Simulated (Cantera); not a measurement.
An adiabatic, constant-volume homogeneous reactor starts with CO : H₂ : O₂ : N₂ = 1 : 0.036 : 0.893 : 3.36 (molar parts), at 1800 K and 8.30 bar. Integrator tolerance rtol = 1e-08.

Detailed kinetics in Cantera: GRI-Mech 3.0 (53 species, 325 reactions). The hydrogen kinetics of GRI-Mech 3.0 are dated; newer H2 mechanisms differ, most at raised pressure. Above 3000 K some thermodynamic fits are extrapolated.

What does this change do: CO 1 to 0.56 parts?


| quantity | before | after |
|---|---|---|
| time of steepest temperature rise | 7.52 µs | 8.70 µs |
| temperature at 0.100 s | 2989 K | 2720 K |
| equilibrium temperature | 2989 K | 2720 K |
| x(CO) at 0.100 s | 0.0485 (gas-phase equilibrium 0.0485) | 0.0101 (gas-phase equilibrium 0.0101) |
| x(H₂) at 0.100 s | 0.000192 (gas-phase equilibrium 0.000192) | 8.14e-5 (gas-phase equilibrium 8.14e-5) |
| x(O₂) at 0.100 s | 0.0816 (gas-phase equilibrium 0.0816) | 0.120 (gas-phase equilibrium 0.120) |
| x(N₂O) at 0.100 s | 5.07e-6 (gas-phase equilibrium 5.07e-6) | 4.37e-6 (gas-phase equilibrium 4.37e-6) |
| x(O) at 0.100 s | 0.00874 (gas-phase equilibrium 0.00874) | 0.00397 (gas-phase equilibrium 0.00397) |
